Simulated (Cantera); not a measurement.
**Equilibrium for carbon deposition, reforming and gasification: C₂H₄ + H₂**

Feed: 1 mol C₂H₄, 0.68 mol H₂, at 2025 °C and 2850 Torr.

These are equilibrium values from Cantera (NASA tables, ideal gas, pure condensed phases), not measurements of a reactor. Candidate condensed phases: C, C₆H₆, C₇H₈, C₈H₁₈; 76 gas species. Rates play no part.

- x(H₂) = 0.990
- x(H) = 0.00489
- x(C₂H₂ (acetylene)) = 0.00424
- x(CH₄) = 0.000800
- x(CH₃) = 7.43e-5
- x(C₂H₄) = 2.53e-5
- x(C₄H₂) = 7.42e-6
- x(C₂H₂ (vinylidene)) = 1.57e-6
- x(C₂H₃ (vinyl)) = 1.15e-6
- n(C(graphite)) = 1.97 mol
- gas amount = 2.684 mol
